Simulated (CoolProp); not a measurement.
500 sccm (0 °C, 1 atm) of nitrogen bubbles through liquid n-hexane at 291.9 K and leaves saturated at a total pressure of 0.15 MPa (ideal gas phase). Each further row changes one setting.

Model: reference Helmholtz-energy equation of state, Thol 2019, in CoolProp.

```
case                      vapour pressure (kPa)  mole fraction of vapour  delivery (mg/min)  delivery (sccm)  change of delivery for a bath 1 K warmer (%)
------------------------  ---------------------  -----------------------  -----------------  ---------------  --------------------------------------------
as stated                                  15.3                        …                  …                …                                           5.2
bath temperature 296.9 K                   19.1                    0.127                  …             72.9                                           5.1
total pressure 0.3 MPa                     15.3                   0.0509                103             26.8                                           4.9
```

### Question
Fill in the missing entries.

### Answer

- as stated, mole fraction of vapour: 0.102
- as stated, delivery (mg/min): 218
- as stated, delivery (sccm): 56.7
- bath temperature 296.9 K, delivery (mg/min): 280
